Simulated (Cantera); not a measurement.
An isothermal, constant-pressure homogeneous reactor starts with NO : N₂ = 1 : 0.24 (molar parts), at 1450 K and 825 Torr.

Cantera simulation using GRI-Mech 3.0 (53 species, 325 reactions); the numbers are that mechanism's predictions, not measurements.

**Question.** Predict: x(NO) at 20.0 s; x(NO₂) at 20.0 s; x(O) at 20.0 s; x(O₂) at 20.0 s; x(N₂O) at 20.0 s; x(N₂) at 20.0 s.

**Answer.** 
- x(NO) at 20.0 s = 0.690 (gas-phase equilibrium 0.00115)
- x(NO₂) at 20.0 s = 0.00238 (gas-phase equilibrium 1.04e-5)
- x(O) at 20.0 s = 4.77e-7 (gas-phase equilibrium 1.22e-6)
- x(O₂) at 20.0 s = 0.0565 (gas-phase equilibrium 0.403)
- x(N₂O) at 20.0 s = 0.000153 (gas-phase equilibrium 6.54e-8)
- x(N₂) at 20.0 s = 0.251 (gas-phase equilibrium 0.596)
